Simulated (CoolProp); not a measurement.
The numbers come from the reference Helmholtz-energy equation of state, Tillner-Roth 1997 in CoolProp.

Problem. For CH2F2 (R32), give the phase and the cp (kJ/(kg K)), expansivity (1/kK) at -118.25 °C and 0.0685 MPa; 103.55 °C and 13.7 MPa.

Solution. 
- -118.25 °C and 0.0685 MPa: liquid; cp 1.57, expansivity 1.77
- 103.55 °C and 13.7 MPa: supercritical; cp 2.57, expansivity 9.79
